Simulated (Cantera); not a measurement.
Charge: 1 mol borazine, a varied amount of N2, 130 mol H2, equilibrated at 140 Pa.

Cantera equilibrium calculation (NASA polynomials, part measured and part estimated; ideal gas, pure solids and liquids). Candidate condensed phases: B, BN; 15 gas species. The feed counts by its element totals alone. Mutual solubility and eutectic melting of coexisting phases are not modelled. Rates play no part.

Task: What condenses at these points (T in °C, n(N2) in mol): (1850, 2.7); (1625, 1.2); (1325, 45); (1250, 14); (1775, 2.7); (1850, 14)?

Result: 
```json
[
 {"T (°C)": "1850", "n(N2) in mol": "2.7", "condensed phases": "B", "B condensed (%)": "92.8"},
 {"T (°C)": "1625", "n(N2) in mol": "1.2", "condensed phases": "B + BN", "B condensed (%)": "98.8"},
 {"T (°C)": "1325", "n(N2) in mol": "45", "condensed phases": "BN", "B condensed (%)": "100.0"},
 {"T (°C)": "1250", "n(N2) in mol": "14", "condensed phases": "BN", "B condensed (%)": "100.0"},
 {"T (°C)": "1775", "n(N2) in mol": "2.7", "condensed phases": "B", "B condensed (%)": "96.3"},
 {"T (°C)": "1850", "n(N2) in mol": "14", "condensed phases": "B", "B condensed (%)": "92.6"}
]
```
